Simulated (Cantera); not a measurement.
A Cantera script and its output.

```python
import numpy as np
import cantera as ct

gas = ct.Solution("gri30.yaml")
gas.TPX = 1600, 1700000, {'C3H8': 1, 'O2': 2.94, 'N2': 11.1, 'H2O': 2.2}
reactor = ct.IdealGasConstPressureReactor(gas, energy="on", clone=False)
net = ct.ReactorNet([reactor])
net.rtol, net.atol = 1e-08, 1e-16
show = ['C3H8', 'O2', 'H2O', 'H', 'H2', 'N2O', 'CH2']
times = np.geomspace(6e-06, 3, 15)

steps = ct.SolutionArray(gas, extra=["t"])
rows = []
print(f"{'t/s':>10s}{'T/K':>9s}{'P/Pa':>11s}" + "".join(f"{s:>11s}" for s in show))
for t in times:
    while net.time < t:
        t_next = net.step()
        steps.append(gas.state, t=t_next)
    rows.append([np.interp(t, steps.t, y) for y in (steps.T, steps.P, *steps(*show).X.T)])
    print(f"{t:10.3e}{rows[-1][0]:9.1f}{rows[-1][1]:11.4g}" + "".join(f"{x:11.3e}" for x in rows[-1][2:]))
rate = np.gradient(steps.T, steps.t)
print("integrator steps:", len(steps.t))
if steps.T.max() > steps.T[0] + 200:
    print(f"time of steepest temperature rise: {steps.t[rate.argmax()]:.4e} s")
gas.TPX = 1600, 1700000, {'C3H8': 1, 'O2': 2.94, 'N2': 11.1, 'H2O': 2.2}
gas.equilibrate("HP")
print(f"equilibrium (HP): T = {gas.T:.1f} K  " + "  ".join(f"{s} {gas[s].X[0]:.3e}" for s in show))
```

Result:

```
       t/s      T/K       P/Pa       C3H8         O2        H2O          H         H2        N2O        CH2
 6.000e-06   1730.7    1.7e+06  7.930e-03  1.222e-01  1.530e-01  2.780e-04  2.624e-02  5.357e-08  8.734e-06
 1.532e-05   2718.4    1.7e+06  9.935e-23  9.016e-05  2.088e-01  4.819e-03  9.152e-02  8.597e-08  2.794e-09
 3.911e-05   2721.0    1.7e+06  2.353e-30  7.849e-05  2.090e-01  4.545e-03  9.159e-02  8.376e-08  1.207e-11
 9.985e-05   2720.6    1.7e+06  2.351e-30  7.816e-05  2.090e-01  4.540e-03  9.163e-02  8.551e-08  1.203e-11
 2.549e-04   2719.9    1.7e+06  2.395e-30  7.752e-05  2.089e-01  4.529e-03  9.171e-02  9.022e-08  1.205e-11
 6.509e-04   2719.1    1.7e+06  2.447e-30  7.681e-05  2.088e-01  4.518e-03  9.179e-02  9.742e-08  1.209e-11
 1.662e-03   2718.8    1.7e+06  2.462e-30  7.662e-05  2.088e-01  4.515e-03  9.181e-02  9.975e-08  1.210e-11
 4.243e-03   2718.8    1.7e+06  2.462e-30  7.661e-05  2.088e-01  4.515e-03  9.181e-02  9.979e-08  1.210e-11
 1.083e-02   2718.8    1.7e+06  2.462e-30  7.661e-05  2.088e-01  4.515e-03  9.181e-02  9.979e-08  1.210e-11
 2.766e-02   2718.8    1.7e+06  2.462e-30  7.661e-05  2.088e-01  4.515e-03  9.181e-02  9.979e-08  1.210e-11
 7.061e-02   2718.8    1.7e+06  2.462e-30  7.661e-05  2.088e-01  4.515e-03  9.181e-02  9.979e-08  1.210e-11
 1.803e-01   2718.8    1.7e+06  2.462e-30  7.661e-05  2.088e-01  4.515e-03  9.181e-02  9.979e-08  1.210e-11
 4.602e-01   2718.8    1.7e+06  2.462e-30  7.661e-05  2.088e-01  4.515e-03  9.181e-02  9.979e-08  1.210e-11
 1.175e+00   2718.8    1.7e+06  2.462e-30  7.661e-05  2.088e-01  4.515e-03  9.181e-02  9.979e-08  1.210e-11
 3.000e+00   2718.8    1.7e+06  2.462e-30  7.661e-05  2.088e-01  4.515e-03  9.181e-02  9.979e-08  1.210e-11
integrator steps: 1650
time of steepest temperature rise: 7.1143e-06 s
equilibrium (HP): T = 2718.8 K  C3H8 3.179e-30  O2 7.661e-05  H2O 2.088e-01  H 4.515e-03  H2 9.181e-02  N2O 9.979e-08  CH2 1.322e-11
```

Detailed kinetics in Cantera: GRI-Mech 3.0 (53 species, 325 reactions). GRI-Mech 3.0 was tuned for natural gas; its chemistry of propane as a main component is partial and can be far from experiment. The pressure lies above the range GRI-Mech 3.0 was tuned for (to about 10 atm).
